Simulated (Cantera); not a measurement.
An isothermal, constant-pressure homogeneous reactor starts with CH4 : CO2 = 1 : 2.9 (molar parts), at 1250 K and 180000 Pa. Integrator tolerance rtol = 1e-08.

Cantera simulation using GRI-Mech 3.0 (53 species, 325 reactions); the numbers are that mechanism's predictions, not measurements.

Q: What does this change do: temperature 1250 to 2050 K?

A: 
| quantity | before | after |
|---|---|---|
| x(CH4) at 20.0 s | 0.237 (gas-phase equilibrium 1.67e-5) | 1.04e-9 (gas-phase equilibrium 1.14e-9) |
| x(CO2) at 20.0 s | 0.726 (gas-phase equilibrium 0.191) | 0.135 (gas-phase equilibrium 0.135) |
| x(CO) at 20.0 s | 0.00733 (gas-phase equilibrium 0.470) | 0.525 (gas-phase equilibrium 0.525) |
| x(CH2CO) at 20.0 s | 1.62e-7 (gas-phase equilibrium 6.45e-11) | 1.71e-12 (gas-phase equilibrium 1.85e-12) |
| x(H2O) at 20.0 s | 0.00727 (gas-phase equilibrium 0.131) | 0.186 (gas-phase equilibrium 0.186) |
| x(O2) at 20.0 s | <1e-12 (gas-phase equilibrium <1e-12) | 1.47e-7 (gas-phase equilibrium 1.47e-7) |

Q: What does this change do: pressure from 180000 Pa to 500000 Pa?

A: 
```
quantity                                              before                                     after
------------------  ----------------------------------------  ----------------------------------------
x(CH4) at 20.0 s       0.237 (gas-phase equilibrium 1.67e-5)    0.226 (gas-phase equilibrium 0.000129)
x(CO2) at 20.0 s         0.726 (gas-phase equilibrium 0.191)       0.711 (gas-phase equilibrium 0.191)
x(CO) at 20.0 s        0.00733 (gas-phase equilibrium 0.470)      0.0168 (gas-phase equilibrium 0.470)
x(CH2CO) at 20.0 s  1.62e-7 (gas-phase equilibrium 6.45e-11)  3.88e-7 (gas-phase equilibrium 4.97e-10)
x(H2O) at 20.0 s       0.00727 (gas-phase equilibrium 0.131)      0.0167 (gas-phase equilibrium 0.132)
x(O2) at 20.0 s        <1e-12 (gas-phase equilibrium <1e-12)     <1e-12 (gas-phase equilibrium <1e-12)
```

Q: What does this change do: pressure from 180000 Pa to 83000 Pa?

A: 
```json
[
 {"quantity": "x(CH4) at 20.0 s", "before": "0.237 (gas-phase equilibrium 1.67e-5)", "after": "0.244 (gas-phase equilibrium 3.55e-6)"},
 {"quantity": "x(CO2) at 20.0 s", "before": "0.726 (gas-phase equilibrium 0.191)", "after": "0.734 (gas-phase equilibrium 0.191)"},
 {"quantity": "x(CO) at 20.0 s", "before": "0.00733 (gas-phase equilibrium 0.470)", "after": "0.00323 (gas-phase equilibrium 0.470)"},
 {"quantity": "x(CH2CO) at 20.0 s", "before": "1.62e-7 (gas-phase equilibrium 6.45e-11)", "after": "6.63e-8 (gas-phase equilibrium 1.37e-11)"},
 {"quantity": "x(H2O) at 20.0 s", "before": "0.00727 (gas-phase equilibrium 0.131)", "after": "0.00318 (gas-phase equilibrium 0.131)"},
 {"quantity": "x(O2) at 20.0 s", "before": "<1e-12 (gas-phase equilibrium <1e-12)", "after": "<1e-12 (gas-phase equilibrium <1e-12)"}
]
```
